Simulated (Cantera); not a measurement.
Input: 1 mol CH2F2, 0.16 mol H2, equilibrated at 19.5 Torr.

Cantera equilibrium calculation (NASA polynomials, part measured and part estimated; ideal gas, pure solids and liquids). Candidate condensed phases: C, C6H6, C7H8, C8H18; 95 gas species. Rates play no part.

Problem. Which condensed phases are stable at each of these points (T (K)): 773, 973, 1173, 1373, 1573, 1773, 1973, 2173, 2373, 2573, 2773, 2973, 3173, 3373?

Solution. 
| T (K) | condensed phases | C condensed (%) |
|---|---|---|
| 773 | C(graphite) | 99.9 |
| 973 | C(graphite) | 100.0 |
| 1173 | C(graphite) | 100.0 |
| 1373 | C(graphite) | 100.0 |
| 1573 | C(graphite) | 100.0 |
| 1773 | C(graphite) | 100.0 |
| 1973 | C(graphite) | 100.0 |
| 2173 | C(graphite) | 99.9 |
| 2373 | C(graphite) | 99.8 |
| 2573 | C(graphite) | 99.6 |
| 2773 | C(graphite) | 98.6 |
| 2973 | C(graphite) | 90.6 |
| 3173 | C(graphite) | 26.7 |
| 3373 | gas only | 0.0 |

From 773 K to 3173 K the condensed part is C(graphite). At 3373 K nothing is condensed.
